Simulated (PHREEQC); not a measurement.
**Acid rinse or clean (model solution)**

Dissolve 0.0035 mol H2SO4, 3.9e-05 mol CuSO4 and 0.0024 mol MgCl2 per kg of water at 25 °C and 300 atm. Closed to the air; pH follows from the charge balance.

Computed with PHREEQC (ion-association model, phreeqc.dat).

Each row changes one thing in this solution. Precipitation was switched off in this run.

```
case                                      pH  ionic strength (mol/kgw)  SO4-2 (mol/kgw)  HSO4- (mol/kgw)  Cu+2 (mol/kgw)  CuSO4 (mol/kgw)
--------------------------------------  ----  ------------------------  ---------------  ---------------  --------------  ---------------
as made                                 2.25                    0.0149          0.00245         0.000692         3.37e-5          5.01e-6
MgCl2 from 0.0024 to 0.0048 mol/kgw     2.25                    0.0212          0.00228         0.000609         3.44e-5          4.11e-6
MgCl2 left out                          2.25                         ?          0.00271                ?         3.26e-5          6.39e-6
diluted 10-fold with water              3.18                   0.00172         0.000330          1.34e-5         3.76e-6          1.33e-7
diluted 2-fold with water               2.52                         ?          0.00139         0.000227         1.76e-5          1.85e-6
0.00098 mol/kgw CO2 added               2.25                    0.0149          0.00245         0.000692         3.37e-5          5.01e-6
CuSO4 from 3.9e-05 to 5.85e-05 mol/kgw  2.25                    0.0149                ?         0.000695         5.06e-5          7.54e-6
```

Problem. Some entries are withheld; supply them.

Solution. 
- MgCl2 left out, ionic strength (mol/kgw): 0.00899
- MgCl2 left out, HSO4- (mol/kgw): 0.000818
- diluted 2-fold with water, ionic strength (mol/kgw): 0.00789
- CuSO4 from 3.9e-05 to 5.85e-05 mol/kgw, SO4-2 (mol/kgw): 0.00246

Under pressure, the constants of complexes without a molar volume in the database are unreliable.
